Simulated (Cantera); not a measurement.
Ignition delay

Mixture: 15.9 % CH4, 17.6 % O2, 66.5 % N2, at 1.80 bar, adiabatic and at constant volume. Ignition delay is the time to a rise of 400 K.

Cantera simulation using GRI-Mech 3.0 (53 species, 325 reactions); the numbers are that mechanism's predictions, not measurements.

```tsv
T0 (K)	delay (ms)
1250	17.9
1325	6.80
1400	2.75
1475	1.18
1550	0.540
1625	0.265
1700	0.140
1775	0.0797
```

- apparent activation energy between 1625 and 1775 K = 190 kJ/mol
